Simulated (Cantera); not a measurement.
What does this Cantera script print?

```python
import numpy as np
import cantera as ct

gas = ct.Solution("gri30.yaml")


def delay(T, t_max=10):
    gas.TPX = T, 430000, {'CH4': 1, 'O2': 2.5, 'N2': 10}
    reactor = ct.IdealGasReactor(gas, clone=False)
    net = ct.ReactorNet([reactor])
    net.rtol, net.atol = 1e-8, 1e-16
    while net.time < t_max:
        t_old, T_old = net.time, reactor.T
        net.step()
        if reactor.T > T + 400:  # ignition: a rise of 400 K
            return t_old + (T + 400 - T_old) / (reactor.T - T_old) * (net.time - t_old)
    return np.nan


taus = []
for T in [1048, 1098, 1148, 1198, 1248, 1298, 1348]:
    taus.append(delay(T))
    print(f"T0 = {T:6g} K   tau = {taus[-1]:.4e} s")
```

Result:

```
T0 =   1048 K   tau = 9.1901e-02 s
T0 =   1098 K   tau = 4.3284e-02 s
T0 =   1148 K   tau = 2.1297e-02 s
T0 =   1198 K   tau = 1.0857e-02 s
T0 =   1248 K   tau = 5.7134e-03 s
T0 =   1298 K   tau = 3.0978e-03 s
T0 =   1348 K   tau = 1.7277e-03 s
```

Detailed kinetics in Cantera: GRI-Mech 3.0 (53 species, 325 reactions).
